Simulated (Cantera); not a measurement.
A jet of 3.23 % CH4, 11.8 % O2, 84.9 % N2, equivalence ratio 0.55 at 300 K and 14000 Pa hits a platinum plate 8 cm away at a mass flux of 0.038 kg/m²/s; the plate temperature is set and raised in steps from an oxygen-covered start.

Model: Deutschmann's 1995 Pt surface mechanism with GRI-Mech 3.0 gas chemistry, integrated in Cantera. Catalytic surfaces can have several steady states; this one follows from the mechanism file's or the stated starting coverage.

One state of this run: wall x CH4 = 0.00468; wall x O2 = 0.0598; wall x H2O = 0.0510; wall x OH = 5.66e-7; wall x CO = 4.45e-6; wall x CO2 = 0.0337; θ free Pt = 0.408; θ O* = 0.591; θ OH* = 0.00158. x: mole fraction at the wall; θ: surface coverage.

Q: Which value of plate T (K) does it belong to?
A. 1050
B. 1150
C. 850
D. 1000

A: A, 1050
